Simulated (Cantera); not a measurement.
A Cantera script and what it prints.

```python
import numpy as np
import cantera as ct

gas_names = """
    B BF BF2 BF3 BH BHF2 BH2 BH3 BN B2 F F2 H HF H2 H2F2 H3F3 H4F4 H5F5 H6F6 H7F7 N NF NF2 NF3 NH NH2
    NH3 N2 N2H2 N2H4
""".split()
cond_names = """
    B(b) B(L) BN(s)
""".split()


# ... load() reads the species with a 1 bar reference pressure and builds the phases ...
atoms = {
    'BN': {'B': 1, 'N': 1},
    'NF3': {'N': 1, 'F': 3},
    'H2': {'H': 2},
}
top_T = {'BN(s)': 3200}  # K; cautious upper limits of use, not melting points


# ... equilibrate(T, P, feed) seeds the gas with the atoms and calls Mixture.equilibrate('TP', solver="vcs", rtol=1e-11, max_steps=5000) ...
results = []
feed = {'BN': 1, 'NF3': 11, 'H2': 1.2}  # mol
T = 923.15  # K
P = 1.3  # Pa
mix = equilibrate(T, P, feed)
results.append((T, P, feed, dict(zip(mix.species_names, mix.species_moles))))
x = sorted(zip(gas.X, gas.species_names), reverse=True)
print(f"T = {T:g} K  P = {P:g} Pa  gas = {mix.phase_moles(0):.4g} mol")
print("   x: " + "  ".join(f"{s} {v:.3e}" for v, s in x if v > 1e-05))
print("   condensed (mol): " + ("  ".join(f"{mix.phase(i).name} {mix.phase_moles(i):.4g}"
      for i in range(1, mix.n_phases) if mix.phase_moles(i) > 1e-12) or "none"))
```

Result:

```
T = 923.15 K  P = 1.3 Pa  gas = 36.86 mol
   x: F 7.411e-01  N2 1.628e-01  HF 6.511e-02  BF3 2.713e-02  F2 3.854e-03
   condensed (mol): none
```

Equilibrium computed with Cantera from the NASA thermochemical tables; the gas is ideal and each condensed phase is pure.
